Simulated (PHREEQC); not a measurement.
A solution holds 0.0023 mol/kgw Cu(NO3)2, 0.0012 mol/kgw HBF4 and 0.0043 mol/kgw H3BO3, at 10 °C. Closed to the air; pH follows from the charge balance.

Equilibrium calculation in PHREEQC: ion-association model, wateq4f.dat.

Problem. The ionic strength comes out as 0.00843 mol/kgw. What activity coefficients do CuF+, HF2-, Cu+2, NO3-, BF2(OH)2- get?

Solution. CuF+ 0.91, HF2- 0.91, Cu+2 0.70, NO3- 0.91, BF2(OH)2- 0.91.

This is a speciation only: nothing precipitates in the calculation. Species that the database lacks are ignored. Constants without temperature data keep their 25 °C values here. Real BF4- forms and hydrolyses slowly; the run takes it at equilibrium.
